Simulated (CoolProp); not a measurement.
Properties of ethylene at several states.

Values from CoolProp's reference Helmholtz-energy equation of state, Smukala 2000.

```
T (K)  p (bar)   phase         Z  speed of sound (m/s)
-----  -------  ------  --------  --------------------
343.1     26.8     gas    0.8988                 329.8
150.7    0.432  liquid  0.001629                  1444
369.8     19.5     gas    0.9442                 350.4
210.2     82.9  liquid    0.2570                  1084
```
